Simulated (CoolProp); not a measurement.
Vapour-liquid equilibrium of carbon dioxide (1) + n-butane (2) at -25.95 °C; x and y are mole fractions of (1).

Computed with CoolProp (multi-fluid Helmholtz-energy mixture model, Span 1996 and Bücker 2006; pair parameters Kunz 2012).

| x | bubble pressure (kPa) | y at the bubble point | dew pressure at overall composition x (kPa) | liquid density (mol/L) |
|---|---|---|---|---|
| 0.05 | 202.8 | 0.829 | 36.16 | 10.85 |
| 0.2 | 656.7 | 0.947 | 43.02 | 11.29 |
| 0.35 | 957.6 | 0.965 | 53.03 | 12.19 |
| 0.5 | 1131 | 0.972 | 69.02 | 13.57 |
| 0.65 | 1250 | 0.976 | 98.68 | 15.56 |
| 0.8 | 1375 | 0.982 | 172.8 | 18.39 |
| 0.95 | 1552 | 0.993 | 689.0 | 22.39 |

No azeotrope shows between x = 0.05 and 0.95.

The pair parameters rest on a limited set of measurements; away from them the model extrapolates. With so large a gap from Raoult's law the liquid may split in two, which this calculation doesn't test in full.
